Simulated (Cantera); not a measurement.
Charge: 1 mol SiO2, 21 mol H2, 16 mol N2, at 2198 K and 75.0 Torr.

These are equilibrium values from Cantera (NASA tables, ideal gas, pure condensed phases), not measurements of a reactor. Rates play no part.

| species | before | after |
|---|---|---|
| H2 | 0.517 | 0.567 |
| N2 | 0.418 | 0.432 |
| H2O | 0.0260 | 0.000137 |
| SiO | 0.0261 | 1.58e-5 |
| H | 0.0127 | 2.25e-5 |
| OH | 8.88e-5 | <1e-9 |
| SiO2(β-quartz), mol | 0 | 0.996 |
| Si2N2O(s), mol | 0 | 0.00150 |
Gas species are given as mole fractions.

Question: Name the change that produced these shifts.
A. H2 from 21 to 1.6 mol
B. temperature from 2198 K to 1823.15 K
C. pressure from 75.0 Torr to 10.0 Torr
D. temperature from 2198 K to 1450 K

Answer: D, temperature from 2198 K to 1450 K. N2 is the only nitrogen source here; it is nearly inert below about 1500 K, so the nitride shown seldom forms there in practice. Mutual solubility and eutectic melting of coexisting phases are not modelled. The tables hold silica as quartz up to 1696 K and as liquid above; real silica turns to tridymite and cristobalite and melts near 1996 K
